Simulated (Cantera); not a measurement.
Ignition delay

Mixture: 3.77 % CH4, 1.32 % H2, 18.6 % O2, 65.3 % N2, 7.54 % H2O, 3.47 % CO2, equivalence ratio 0.44, at 840000 Pa, adiabatic and at constant pressure. Ignition delay is the time to a rise of 400 K.

Computed with Cantera and GRI-Mech 3.0 (53 species, 325 reactions).

```
T0 (K)  delay (ms)
------  ----------
1100          3.76
1200         0.831
1300         0.281
1400         0.121
1500        0.0588
1600        0.0305
1700        0.0167
```

```yaml
apparent activation energy between 1500 and 1700 K: 130 kJ/mol
```
